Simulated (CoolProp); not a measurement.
Properties of c-C4F8 (RC318) along the isobar 3.61 bar.

Computed with CoolProp (reference Helmholtz-energy equation of state, Platzer 1990). This equation is an older, rougher fit.

```csv
T (K),phase,expansivity (1/kK),viscosity (µPa s)
354.5,gas,3.499,13.7
366.6,gas,[?],14.2
378.8,gas,3.129,14.7
390.9,gas,2.979,[?]
403,gas,2.847,15.7
415.1,gas,2.729,16.1
427.3,gas,2.621,[?]
439.4,gas,2.524,[?]
451.5,gas,[?],17.5
463.6,gas,2.354,17.9
475.8,gas,2.278,18.3
487.9,gas,2.208,18.7
500,gas,2.143,19.2
```

Task: Some entries are withheld; supply them.

Result: 
- 366.6, expansivity (1/kK): 3.301
- 390.9, viscosity (µPa s): 15.2
- 427.3, viscosity (µPa s): 16.6
- 439.4, viscosity (µPa s): 17.0
- 451.5, expansivity (1/kK): 2.435

Viscosity comes from a separate model (Huber 2003), an estimate that may be off by 10 % or more.
